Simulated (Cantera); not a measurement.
Cantera run:

```python
import numpy as np
import cantera as ct

gas_names = [...]  # 151 gases of nasa_gas.yaml made of C, H, N, O, Si
cond_names = """
    C(gr) C6H6(L) C7H8(L) C8H18(L),n-octa H2O(s) H2O(L) Si(cr) Si(L) SiC(b) SiO2(Lqz) SiO2(hqz) SiO2(L)
    Si2N2O(s) Si3N4(a)
""".split()


# ... load() reads the species with a 1 bar reference pressure and builds the phases ...
atoms = {
    'Si': {'Si': 1},
    'H2O': {'H': 2, 'O': 1},
    'N2': {'N': 2},
    'CO2': {'C': 1, 'O': 2},
}
top_T = {'C(gr)': 4500, 'SiC(b)': 3050, 'Si2N2O(s)': 2100, 'Si3N4(a)': 2400}  # K; cautious upper limits of use, not melting points


# ... equilibrate(T, P, feed) seeds the gas with the atoms and calls Mixture.equilibrate('TP', solver="vcs", rtol=1e-11, max_steps=5000) ...
results = []
feed = {'Si': 1, 'H2O': 0.47, 'N2': 130, 'CO2': 1}  # mol
P = 21  # Pa
for T in [1100, 1200, 1300, 1400, 1500, 1600, 1700]:
    mix = equilibrate(T, P, feed)
    results.append((T, P, feed, dict(zip(mix.species_names, mix.species_moles))))
    x = sorted(zip(gas.X, gas.species_names), reverse=True)
    print(f"T = {T:g} K  P = {P:g} Pa  gas = {mix.phase_moles(0):.4g} mol")
    print("   x: " + "  ".join(f"{s} {v:.3e}" for v, s in x if v > 0.001))
    print("   condensed (mol): " + ("  ".join(f"{mix.phase(i).name} {mix.phase_moles(i):.4g}"
          for i in range(1, mix.n_phases) if mix.phase_moles(i) > 1e-12) or "none"))
```

It prints:

```
T = 1100 K  P = 21 Pa  gas = 131.3 mol
   x: N2 9.888e-01  CO 7.616e-03  H2 3.580e-03
   condensed (mol): SiO2(hqz) 0.6467  Si2N2O(s) 0.1767
T = 1200 K  P = 21 Pa  gas = 131.3 mol
   x: N2 9.888e-01  CO 7.616e-03  H2 3.579e-03
   condensed (mol): SiO2(hqz) 0.6463  Si2N2O(s) 0.1764
T = 1300 K  P = 21 Pa  gas = 131.4 mol
   x: N2 9.884e-01  CO 7.613e-03  H2 3.576e-03
   condensed (mol): SiO2(hqz) 0.6309  Si2N2O(s) 0.1609
T = 1400 K  P = 21 Pa  gas = 132 mol
   x: N2 9.848e-01  CO 7.575e-03  SiO 4.016e-03  H2 3.550e-03
   condensed (mol): SiO2(hqz) 0.4699
T = 1500 K  P = 21 Pa  gas = 132 mol
   x: N2 9.848e-01  CO 7.569e-03  SiO 4.028e-03  H2 3.517e-03
   condensed (mol): SiO2(hqz) 0.4683
T = 1600 K  P = 21 Pa  gas = 132 mol
   x: N2 9.846e-01  CO 7.501e-03  SiO 4.185e-03  H2 3.353e-03
   condensed (mol): SiO2(hqz) 0.4474
T = 1700 K  P = 21 Pa  gas = 132.2 mol
   x: N2 9.834e-01  CO 7.044e-03  SiO 5.205e-03  H2 2.627e-03
   condensed (mol): SiO2(L) 0.3116
```

Method: chemical equilibrium by Gibbs-energy minimisation in Cantera with the NASA 1993 tables (ideal gas, pure condensed phases). N2 is the only nitrogen source here; it is nearly inert below about 1500 K, so the nitride shown seldom forms there in practice. Mutual solubility and eutectic melting of coexisting phases are not modelled. The tables hold silica as quartz up to 1696 K and as liquid above; real silica turns to tridymite and cristobalite and melts near 1996 K.
